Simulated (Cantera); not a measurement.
Input: 1 mol B2O3, 9 mol H2, held at 7.50 Torr.

Cantera equilibrium calculation (NASA polynomials, part measured and part estimated; ideal gas, pure solids and liquids). Candidate condensed phases: B, B2O3, B3O3H3, H2O; 23 gas species. The numbers say what is thermodynamically allowed, not how fast it happens.

Problem. At 1477 °C, list the 4 most abundant gas species with their mole fractions, and the condensed phases.

Solution. H2 0.857, B2O3 0.0550, HBO2 0.0426, HBO 0.0341. Condensed: gas only.
